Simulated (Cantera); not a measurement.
A Cantera script and its output.

```python
import numpy as np
import cantera as ct

gas = ct.Solution("h2o2.yaml")
gas.TPX = 400, 14000, {'H2': 1, 'O2': 0.575, 'N2': 2.16}
flame = ct.FreeFlame(gas, width=0.16)
flame.set_refine_criteria(ratio=3, slope=0.08, curve=0.16)
flame.transport_model = "mixture-averaged"
flame.solve(loglevel=0, auto=True)
flame.transport_model = "multicomponent"
flame.soret_enabled = True
flame.solve(loglevel=0, refine_grid=True)
z, T = flame.grid, flame.T
thick = (T[-1] - T[0]) / np.gradient(T, z).max()
show = ['H2', 'O2', 'H2O2', 'O', 'HO2', 'OH']
print(f"laminar burning velocity  {flame.velocity[0] * 100:.3f} cm/s")
print(f"burnt temperature         {T[-1]:.1f} K")
print(f"thermal thickness         {thick * 1e3:.4f} mm")
print(f"grid points               {len(z)}")
z0 = z[flame.heat_release_rate.argmax()]
print(f"{'z/mm':>9s}{'T/K':>9s}{'u/(m/s)':>9s}" + "".join(f"{s:>11s}" for s in show))
rows = []
for k in (-3, -2, -1.5, -1, -0.5, -0.25, 0, 0.25, 0.5, 1, 2, 4, 8):
    zz = z0 + k * thick
    rows.append([k * thick, np.interp(zz, z, T), np.interp(zz, z, flame.velocity),
                 *(np.interp(zz, z, flame.X[gas.species_index(s)]) for s in show)])
    print(f"{rows[-1][0] * 1e3:9.3f}{rows[-1][1]:9.1f}{rows[-1][2]:9.3f}" + "".join(f"{x:11.3e}" for x in rows[-1][3:]))
```

Output:

```
laminar burning velocity  255.707 cm/s
burnt temperature         2267.4 K
thermal thickness         5.1839 mm
grid points               133
     z/mm      T/K  u/(m/s)         H2         O2       H2O2          O        HO2         OH
  -15.552    400.0    2.557  2.677e-01  1.539e-01 -8.426e-16  4.501e-16  5.980e-15  2.885e-18
  -10.368    400.0    2.557  2.677e-01  1.539e-01  2.369e-15  3.522e-14  4.702e-13  2.246e-16
   -7.776    400.0    2.557  2.677e-01  1.539e-01  1.505e-13  1.139e-12  2.101e-11  7.279e-15
   -5.184    400.0    2.557  2.677e-01  1.540e-01  5.078e-11  1.616e-10  6.486e-09  1.176e-12
   -2.592    403.9    2.563  2.616e-01  1.552e-01  2.023e-06  9.610e-07  5.207e-05  7.117e-06
   -1.296    594.7    3.659  2.245e-01  1.533e-01  1.534e-05  1.040e-04  6.478e-05  5.849e-04
    0.000   1044.0    6.245  1.176e-01  1.109e-01  8.079e-07  5.308e-03  1.991e-05  2.246e-03
    1.296   1335.7    7.942  3.977e-02  5.485e-02  1.056e-06  1.321e-02  8.273e-06  6.984e-03
    2.592   1463.9    8.658  3.271e-02  4.578e-02  7.993e-07  1.408e-02  5.901e-06  9.432e-03
    5.184   1604.7    9.413  3.258e-02  4.197e-02  4.627e-07  1.314e-02  4.465e-06  1.195e-02
   10.368   1754.9   10.191  3.106e-02  3.831e-02  2.364e-07  1.122e-02  3.310e-06  1.417e-02
   20.736   1903.7   10.935  2.745e-02  3.466e-02  1.252e-07  8.714e-03  2.386e-06  1.546e-02
   41.471   2040.4   11.598  2.211e-02  3.122e-02  7.588e-08  6.107e-03  1.726e-06  1.541e-02
```

Computed with Cantera and the H2/O2 subset of GRI-Mech 3.0, which has no nitrogen chemistry. Burning velocities carry a grid error of a few per cent, more on coarse grids.
